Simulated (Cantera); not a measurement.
Input: 1 mol AlCl₃, 4.7 mol HCl, 2.3 mol N₂, equilibrated at 1700 K and 44.0 Pa.

Method: chemical equilibrium by Gibbs-energy minimisation in Cantera with the NASA 1993 tables (ideal gas, pure condensed phases). Candidate condensed phases: Al, AlCl₃, AlN, NH₄Cl; 20 gas species. The tables' values for AlCl₂ are old estimates; treat these amounts as uncertain. Equilibrium is a limit: real reactors are often held back by kinetics, nucleation or transport.

Base state: HCl 0.556, N₂ 0.279, AlCl₃ 0.106, Cl 0.0357, AlCl₂ 0.0112, H₂ 0.00723, AlCl 0.00475, H 0.000597 (mole fractions); condensed: gas only.

Task: What changes in the equilibrium state with this change: temperature from 1700 K to 800 K?

Result: 
```tsv
species	before	after
HCl	0.556	0.588
N₂	0.279	0.288
AlCl₃	0.106	0.125
Cl	0.0357	1.73e-7
AlCl₂	0.0112	<1e-9
AlCl	0.00475	<1e-9
H	0.000597	<1e-9
H₂	0.00723	2.37e-7
Al₂Cl₆	2.07e-9	2.29e-5
Cl₂	1.52e-5	1.50e-7
```
